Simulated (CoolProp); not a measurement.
Vapour-liquid equilibrium of cis-2-butene (1) + methanol (2) at 107.85 °C; x and y are mole fractions of (1).

Model: multi-fluid Helmholtz-energy mixture model, Lemmon 2005 and de Reuck 1993; pair parameters Bell 2016, in CoolProp.

**Question.** Give the bubble pressure and the first vapour's composition at x = 0.05, 0.35, 0.8. Is there an azeotrope?

**Answer.** x = 0.05: 0.7578 MPa, y = 0.404; x = 0.35: 1.604 MPa, y = 0.732; x = 0.8: 1.746 MPa, y = 0.816. y crosses x between x = 0.8 and 0.95: the model has an azeotrope there.

Pair parameters are fitted to limited data, so mixtures are less certain than the pure fluids. With so large a gap from Raoult's law the liquid may split in two, which this calculation doesn't test in full.
